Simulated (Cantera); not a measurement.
Cantera run:

```python
import numpy as np
import cantera as ct

gas_names = """
    O2 TaO2 VO2
""".split()
cond_names = """
    Ti(a) Ti(b) Ti(L) Ti3O5(a) Ti3O5(b) Ti3O5(L) Ta(cr) Ta(L) V(cr) V(L)
""".split()


# ... load() reads the species with a 1 bar reference pressure and builds the phases ...
species = {s.name: s for s in load("nasa_gas.yaml", gas_names) + load("nasa_condensed.yaml", cond_names)}
# Each term lists the table entries of one substance; the one whose range holds T is used.
reactions = {
    '1.2 Ti + O2(g) = 0.4 Ti3O5':
        [(-1.2, ['Ti(a)', 'Ti(b)', 'Ti(L)']), (-1, ['O2']), (0.4, ['Ti3O5(a)', 'Ti3O5(b)', 'Ti3O5(L)'])],
    'Ta + O2(g) = TaO2(g)':
        [(-1, ['Ta(cr)', 'Ta(L)']), (-1, ['O2']), (1, ['TaO2'])],
    'V + O2(g) = VO2(g)':
        [(-1, ['V(cr)', 'V(L)']), (-1, ['O2']), (1, ['VO2'])],
}


def pick(names, T):
    return next(species[n] for n in names if species[n].thermo.min_temp <= T <= species[n].thermo.max_temp)


results = []
for label, terms in reactions.items():
    print(label)
    print("     T/K   dH/kJ  dS/(J/K)   dG/kJ   log10 K")
    for T in [300, 400, 475, 550, 625, 700, 775, 850, 925, 1000, 1075, 1150]:
        used = [(nu, pick(names, T)) for nu, names in terms]
        dH = sum(nu * s.thermo.h(T) for nu, s in used) / 1e6
        dS = sum(nu * s.thermo.s(T) for nu, s in used) / 1e3
        dG = dH - T * dS / 1e3
        logK = -dG * 1e6 / (ct.gas_constant * T * np.log(10))
        results.append((label, T, dH, dS, dG, logK, [s.name for _, s in used]))
        print(f"{T:8g} {dH:8.1f} {dS:8.1f} {dG:8.1f} {logK:8.2f}")
```

Output:

```
1.2 Ti + O2(g) = 0.4 Ti3O5
     T/K   dH/kJ  dS/(J/K)   dG/kJ   log10 K
     300   -983.7   -190.3   -926.6   161.33
     400   -982.9   -188.2   -907.7   118.53
     475   -976.8   -174.4   -893.9    98.30
     550   -976.1   -173.0   -880.9    83.66
     625   -975.4   -171.8   -868.0    72.54
     700   -974.6   -170.7   -855.1    63.81
     775   -973.9   -169.8   -842.3    56.77
     850   -973.2   -168.9   -829.7    50.98
     925   -972.5   -168.1   -817.0    46.14
    1000   -971.7   -167.3   -804.4    42.02
    1075   -971.1   -166.7   -791.9    38.48
    1150   -971.0   -166.6   -779.4    35.40
Ta + O2(g) = TaO2(g)
     T/K   dH/kJ  dS/(J/K)   dG/kJ   log10 K
     300   -200.9     33.6   -210.9    36.73
     400   -201.8     30.9   -214.1    27.96
     475   -202.4     29.5   -216.4    23.80
     550   -202.9     28.5   -218.6    20.76
     625   -203.4     27.7   -220.7    18.44
     700   -203.9     26.9   -222.7    16.62
     775   -204.4     26.3   -224.7    15.15
     850   -204.9     25.6   -226.7    13.93
     925   -205.4     25.1   -228.6    12.91
    1000   -205.9     24.5   -230.4    12.04
    1075   -206.5     24.0   -232.2    11.28
    1150   -207.0     23.5   -234.0    10.63
V + O2(g) = VO2(g)
     T/K   dH/kJ  dS/(J/K)   dG/kJ   log10 K
     300   -232.7     31.1   -242.0    42.13
     400   -233.6     28.4   -245.0    31.99
     475   -234.2     26.9   -247.0    27.16
     550   -234.8     25.8   -249.0    23.65
     625   -235.4     24.9   -250.9    20.97
     700   -235.9     24.0   -252.7    18.86
     775   -236.5     23.3   -254.5    17.15
     850   -237.1     22.5   -256.2    15.75
     925   -237.7     21.8   -257.9    14.56
    1000   -238.4     21.1   -259.5    13.55
    1075   -239.1     20.4   -261.0    12.68
    1150   -239.9     19.7   -262.6    11.93
```

Source: NASA polynomial tables (part measured, part estimated), evaluated in Cantera. Condensed species are held in their standard states even where they would react or evaporate.
